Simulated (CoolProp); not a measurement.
Values from CoolProp's reference Helmholtz-energy equation of state, Wu 2011.

**Question.** Give the vapour pressure (bar), vapour density (kg/m³), liquid cp (kJ/(kg K)) of saturated dimethyl ether at -61.75, -52.45 °C.

**Answer.** 
```tsv
T (°C)	p (bar)	vapour density (kg/m³)	liquid cp (kJ/(kg K))
-61.75	0.145	0.385	2.16
-52.45	0.255	0.648	2.18
```
